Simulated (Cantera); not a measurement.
A perfectly stirred reactor is fed with CH₄ : N₂ = 1 : 21 (molar parts), at 0.0132 atm; it is held at 1550 K, and followed from long to short residence time.

Computed with Cantera and GRI-Mech 3.0 (53 species, 325 reactions). GRI-Mech 3.0 stops at C3 and has no aromatics, soot or wall deposition, so with more carbon than oxygen in the feed, carbon stays in small species such as C2H2 where larger ones or solid carbon would form. Radical loss at walls, strong at low pressure, is not modelled.

**Question.** What does this change do: CH4 1 to 0.37 parts?

**Answer.** 
```
quantity                  before     after
----------------------  --------  --------
x(CH₄) at τ = 0.450 s     0.0412    0.0163
x(C₂H₆) at τ = 0.450 s   1.08e-5   2.39e-6
x(C₂H) at τ = 0.450 s    1.44e-9  4.32e-10
x(C₂H₂) at τ = 0.450 s   0.00113  0.000215
x(HCN) at τ = 0.450 s    3.39e-9   1.72e-9
x(CH₄) at τ = 7.40 ms     0.0454    0.0173
x(C₂H₆) at τ = 7.40 ms   3.90e-9  4.95e-10
x(C₂H) at τ = 7.40 ms     <1e-12    <1e-12
x(C₂H₂) at τ = 7.40 ms  3.07e-10  3.86e-11
x(HCN) at τ = 7.40 ms     <1e-12    <1e-12
```

**Question.** What does this change do: N2 21 to 3.4 parts?

**Answer.** 
```
quantity                  before    after
----------------------  --------  -------
x(CH₄) at τ = 0.450 s     0.0412    0.187
x(C₂H₆) at τ = 0.450 s   1.08e-5  8.93e-5
x(C₂H) at τ = 0.450 s    1.44e-9  8.21e-9
x(C₂H₂) at τ = 0.450 s   0.00113   0.0124
x(HCN) at τ = 0.450 s    3.39e-9  5.01e-9
x(CH₄) at τ = 7.40 ms     0.0454    0.227
x(C₂H₆) at τ = 7.40 ms   3.90e-9  1.85e-7
x(C₂H) at τ = 7.40 ms     <1e-12   <1e-12
x(C₂H₂) at τ = 7.40 ms  3.07e-10  1.58e-8
x(HCN) at τ = 7.40 ms     <1e-12   <1e-12
```

**Question.** What does this change do: pressure from 0.0132 atm to 0.0987 atm?

**Answer.** 
| quantity | before | after |
|---|---|---|
| x(CH₄) at τ = 0.450 s | 0.0412 | 0.0319 |
| x(C₂H₆) at τ = 0.450 s | 1.08e-5 | 2.99e-5 |
| x(C₂H) at τ = 0.450 s | 1.44e-9 | 4.55e-9 |
| x(C₂H₂) at τ = 0.450 s | 0.00113 | 0.00579 |
| x(HCN) at τ = 0.450 s | 3.39e-9 | 3.14e-8 |
| x(CH₄) at τ = 7.40 ms | 0.0454 | 0.0454 |
| x(C₂H₆) at τ = 7.40 ms | 3.90e-9 | 2.10e-6 |
| x(C₂H) at τ = 7.40 ms | <1e-12 | 1.25e-12 |
| x(C₂H₂) at τ = 7.40 ms | 3.07e-10 | 4.20e-7 |
| x(HCN) at τ = 7.40 ms | <1e-12 | 1.05e-12 |
